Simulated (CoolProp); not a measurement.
The fluid at 356.53 K and 2.65 MPa expands adiabatically to 0.234 MPa with isentropic efficiency 0.9. The same conditions are run with several fluids, on thermodynamics alone (safety and materials aside).

Computed with CoolProp (reference Helmholtz-energy equation of state of each fluid (nitrogen: Span 2000; nitrous oxide: Lemmon 2006; R125: Lemmon 2005; CF4 (R14): Platzer 1990; ethane: Bücker 2006)). The equations of Platzer and Polt are older, rougher fits.

```csv
fluid,work (kJ/kg),final temperature (K),final density (kg/m³)
nitrogen,166,194.8,4.07
nitrous oxide,…,…,…
R125,41.3,…,12.6
CF4 (R14),60.5,…,9.57
ethane,…,244.9,3.57
```

### Question
Complete the blanks.

### Answer

- nitrous oxide, work (kJ/kg): 106
- nitrous oxide, final temperature (K): 216.9
- nitrous oxide, final density (kg/m³): 5.92
- R125, final temperature (K): 281.5
- CF4 (R14), final temperature (K): 262.3
- ethane, work (kJ/kg): 164
